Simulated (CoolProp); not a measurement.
Saturated liquid density (kg/m³) of acetone: the reference equation beside estimates from Tc = 508.1 K, pc = 4.692 MPa, ω = 0.307. Rackett uses Z = 0.29056 − 0.08775 ω.

The numbers come from the reference Helmholtz-energy equation of state, Lemmon 2006 in CoolProp. It is a short technical equation, of lower accuracy than the large ones.

| T (K) | reference | Rackett | Redlich-Kwong | Peng-Robinson |
|---|---|---|---|---|
| 308.1 | 773.4 | 679.7 | 582.4 | 682.9 |
| 314.2 | 766.5 | 673.6 | 576.6 | 677.3 |
| 320.2 | 759.5 | 667.5 | 570.9 | 671.7 |
| 326.2 | 752.5 | 661.3 | 565.0 | 665.9 |
| 332.3 | 745.3 | 655.0 | 558.8 | 659.8 |
| 338.3 | 738.1 | 648.7 | 552.6 | 653.6 |
| 344.3 | 730.8 | 642.2 | 546.3 | 647.2 |
| 350.4 | 723.2 | 635.6 | 539.7 | 640.5 |
| 356.4 | 715.7 | 628.9 | 533.0 | 633.6 |
| 362.4 | 708.0 | 622.2 | 526.2 | 626.5 |
| 368.5 | 700.0 | 615.2 | 519.1 | 619.0 |
| 374.5 | 692.0 | 608.1 | 511.8 | 611.3 |

Absolute difference from the reference over all 12 rows, mean and median: Rackett 12.1 and 12.1 %, Redlich-Kwong 25.3 and 25.2 %, Peng-Robinson 11.5 and 11.5 %.
